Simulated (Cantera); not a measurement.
A freely propagating, adiabatic, planar premixed flame of CH4 : CO : O2 : N2 : H2 = 1 : 0.034 : 2.4 : 9.03 : 0.36 (molar parts), unburnt at 600 K and 9.87 atm; mixture-averaged transport, grid criteria slope 0.08 and curve 0.16, no radiation.

Detailed kinetics in Cantera: GRI-Mech 3.0 (53 species, 325 reactions). Burning velocities carry a grid error of a few per cent, more on coarse grids.

Problem. Predict: laminar burning velocity; thermal thickness; peak x(C2H6); peak x(HCN).

Solution. laminar burning velocity: 61.1 cm/s
thermal thickness: 0.0590 mm
peak x(C2H6): 0.000548
peak x(HCN): 2.52e-6
